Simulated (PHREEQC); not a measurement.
Dissolve 0.0042 mol K2CO3, 0.12 mol K2SO4 and 0.085 mol KH2PO4 per kg of water at 25 °C. Closed to the air; pH follows from the charge balance.

Model: ion-association model, wateq4f.dat, run in PHREEQC.

| quantity | before | after |
|---|---|---|
| pH | 5.66 | 5.59 |
| ionic strength (mol/kgw) | 0.385 | 0.642 |
| H2PO4- (mol/kgw) | 0.0776 | 0.0775 |
| HPO4-2 (mol/kgw) | 0.00659 | 0.00639 |
| CO2 (mol/kgw) | 0.00320 | 0.00326 |

### Question
Which change was made?
A. KH2PO4 from 0.085 to 0.0425 mol/kgw
B. K2SO4 from 0.12 to 0.24 mol/kgw
C. K2SO4 left out
D. diluted 5-fold with water
E. diluted 2-fold with water

### Answer
B, K2SO4 from 0.12 to 0.24 mol/kgw

Precipitation was switched off in this run. H3PO4, which wateq4f.dat lacks, is added to it with the constant of phreeqc.dat.
